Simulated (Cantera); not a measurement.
What does this Cantera script print?

```python
import numpy as np
import cantera as ct

gas = ct.Solution("gri30.yaml")
gas.TPX = 400, 1000000, {'CH3OH': 1, 'O2': 2.5, 'N2': 9.4, 'H2O': 0.4}
inlet = ct.Reservoir(gas, clone=True)
gas.equilibrate("HP")  # start burning
reactor = ct.IdealGasConstPressureReactor(gas, energy="on", clone=False)
exhaust = ct.Reservoir(gas, clone=True)
tau = [0.06, 0.026, 0.011, 0.005, 0.0022, 0.00097, 0.00042, 0.00019, 8.1e-05, 3.6e-05, 1.6e-05][0]
for a, b in ((inlet, reactor), (reactor, exhaust)):
    ct.MassFlowController(a, b, mdot=lambda t: reactor.mass / tau)
net = ct.ReactorNet([reactor])
show = ['CH3OH', 'O2', 'HCN', 'CH2O', 'N2O', 'OH', 'NO']

rows = []
print(f"{'tau/s':>10s}{'T/K':>9s}" + "".join(f"{s:>11s}" for s in show))
for tau in [0.06, 0.026, 0.011, 0.005, 0.0022, 0.00097, 0.00042, 0.00019, 8.1e-05, 3.6e-05, 1.6e-05]:
    net.initial_time = 0.0
    net.advance(30 * tau)
    before = gas.X
    net.advance(40 * tau)
    drift = np.max(np.abs(gas.X - before) / (gas.X + 1e-9))
    rows.append([gas.T, *gas[show].X, drift])
    print(f"{tau:10.3e}{gas.T:9.1f}" + "".join(f"{x:11.3e}" for x in gas[show].X))
```

Result:

```
     tau/s      T/K      CH3OH         O2        HCN       CH2O        N2O         OH         NO
 6.000e-02   1753.1  2.424e-06  7.243e-02  6.175e-11  1.689e-06  5.597e-07  3.826e-04  5.640e-06
 2.600e-02   1751.8  4.794e-06  7.247e-02  7.374e-11  3.354e-06  7.550e-07  4.434e-04  4.149e-06
 1.100e-02   1749.5  9.418e-06  7.257e-02  9.492e-11  6.632e-06  1.060e-06  5.274e-04  3.453e-06
 5.000e-03   1745.8  1.734e-05  7.276e-02  1.250e-10  1.230e-05  1.419e-06  6.197e-04  3.113e-06
 2.200e-03   1738.9  3.304e-05  7.315e-02  1.701e-10  2.365e-05  1.793e-06  7.207e-04  2.770e-06
 9.700e-04   1725.4  6.540e-05  7.397e-02  2.340e-10  4.724e-05  1.996e-06  7.948e-04  2.224e-06
 4.200e-04   1691.3  1.570e-04  7.623e-02  3.093e-10  1.140e-04  1.822e-06  7.159e-04  1.301e-06
 1.900e-04    400.0  7.519e-02  1.880e-01 -1.648e-23 -3.257e-16 -6.187e-20 -2.532e-33 -4.898e-23
 8.100e-05    400.0  7.519e-02  1.880e-01  3.184e-25  6.292e-18  1.195e-21 -3.188e-33  9.462e-25
 3.600e-05    400.0  7.519e-02  1.880e-01  2.054e-27  4.058e-20  7.709e-24  3.079e-35  6.103e-27
 1.600e-05    400.0  7.519e-02  1.880e-01  1.297e-28  2.563e-21  4.869e-25 -1.192e-36  3.855e-28
```

Cantera simulation using GRI-Mech 3.0 (53 species, 325 reactions); the numbers are that mechanism's predictions, not measurements. GRI-Mech 3.0 was tuned for natural gas; its chemistry of methanol as a main component is partial and can be far from experiment.
